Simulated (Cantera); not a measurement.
Charge: 1 mol Ta2O5, 5 mol C, 0.017 mol CO, equilibrated at 0.113 Torr.

Method: chemical equilibrium by Gibbs-energy minimisation in Cantera with the NASA 1993 tables (ideal gas, pure condensed phases). Candidate condensed phases: C, Ta, TaC, Ta2O5; 15 gas species. Mutual solubility and eutectic melting of coexisting phases are not modelled. TaC: taken at fixed stoichiometry. Condensed phases not in the tables: Ta2C, N, O or C dissolved in the metal. Kinetics and transport are ignored.

x: gas mole fraction; n: condensed amount in mol.

| T (K) | x CO | x CO2 | x TaO2 | x TaO | x O | n TaC(s) | n Ta2O5(s) | n Ta(s) |
|---|---|---|---|---|---|---|---|---|
| 1248 | 1.000 | 0.000173 | <1e-12 | <1e-12 | <1e-12 | 1.43 | 0.286 | 0 |
| 1298 | 1.000 | 0.000172 | (withheld) | <1e-12 | <1e-12 | 1.43 | 0.286 | 0 |
| 1348 | 1.000 | 0.000170 | (withheld) | 1.16e-12 | <1e-12 | 1.43 | 0.286 | 0 |
| 1398 | 1.000 | 0.000169 | (withheld) | 1.35e-11 | <1e-12 | 1.43 | 0.286 | 0 |
| 1448 | 1.000 | 0.000169 | (withheld) | 1.32e-10 | 4.79e-12 | 1.43 | 0.286 | 0 |
| 1498 | 1.000 | 0.000168 | (withheld) | 1.11e-9 | 2.10e-11 | 1.43 | 0.286 | 0 |
| 1548 | 1.000 | 0.000167 | (withheld) | 8.10e-9 | 8.36e-11 | 1.43 | 0.286 | 0 |
| 1598 | 1.000 | 0.000167 | (withheld) | 5.20e-8 | 3.05e-10 | 1.43 | 0.286 | 0 |
| 1648 | 1.000 | 0.000166 | (withheld) | 2.98e-7 | 1.03e-9 | 1.43 | 0.286 | 0 |
| 1698 | 1.000 | 0.000166 | (withheld) | 1.53e-6 | 3.24e-9 | 1.43 | 0.286 | 0 |
| 1748 | 1.000 | 0.000165 | (withheld) | 7.16e-6 | 9.54e-9 | 1.43 | 0.286 | 0 |
| 1798 | 1.000 | 0.000134 | (withheld) | 2.04e-5 | 2.16e-8 | 0.00156 | 0 | 2.00 |
| 1848 | 1.000 | 7.79e-5 | (withheld) | 2.72e-5 | 3.28e-8 | 0.00102 | 0 | 2.00 |

What belongs in the gaps?


- 1298, x TaO2: 7.23e-12
- 1348, x TaO2: 6.94e-11
- 1398, x TaO2: 5.63e-10
- 1448, x TaO2: 3.94e-9
- 1498, x TaO2: 2.41e-8
- 1548, x TaO2: 1.31e-7
- 1598, x TaO2: 6.37e-7
- 1648, x TaO2: 2.81e-6
- 1698, x TaO2: 1.13e-5
- 1748, x TaO2: 4.19e-5
- 1798, x TaO2: 7.83e-5
- 1848, x TaO2: 4.90e-5
